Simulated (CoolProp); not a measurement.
Vapour-liquid equilibrium of carbon dioxide (1) + R143a (2) at -6.65 °C; x and y are mole fractions of (1).

Values from CoolProp's multi-fluid Helmholtz-energy mixture model, Span 1996 and Lemmon and Jacobsen 2000; pair parameters Bell 2016.

Give the bubble pressure and the first vapour's composition at x = 0.05, 0.2, 0.35. Is there an azeotrope?

x = 0.05: 593.8 kPa, y = 0.177; x = 0.2: 932.2 kPa, y = 0.529; x = 0.35: 1316 kPa, y = 0.709. No azeotrope shows between x = 0.05 and 0.95.

Pair parameters are fitted to limited data, so mixtures are less certain than the pure fluids.
